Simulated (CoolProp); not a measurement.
Vapour-liquid equilibrium of R22 (1) + dimethyl ether (2) at 0.133 MPa; x and y are mole fractions of (1).

Computed with CoolProp (multi-fluid Helmholtz-energy mixture model, Kamei 1995 and Wu 2011; pair parameters Bell 2016).

```csv
x,"bubble temperature, mixture model (°C)","bubble temperature, Raoult's law (°C)","y, mixture model","y, Raoult's law"
0.05,-18.0,-19.5,0.039,0.094
0.125,-17.6,-21.1,0.106,0.221
0.2,-17.3,-22.7,0.187,0.332
0.275,-17.2,-24.1,0.282,0.432
0.35,-17.5,-25.5,0.390,0.520
0.425,-18.3,-26.8,0.507,0.599
0.5,-19.5,-28.0,0.624,0.670
0.575,-21.3,-29.2,0.733,0.734
0.65,-23.6,-30.3,0.826,0.791
0.725,-26.2,-31.3,0.897,0.844
0.8,-28.9,-32.3,0.946,0.892
0.875,-31.4,-33.3,0.977,0.935
0.95,-33.6,-34.2,0.994,0.975
```

The largest gap from Raoult's law is +8.5 K in bubble temperature, at x = 0.5. y crosses x between x = 0.2 and 0.275: the model has an azeotrope there.

Pair parameters are fitted to limited data, so mixtures are less certain than the pure fluids.
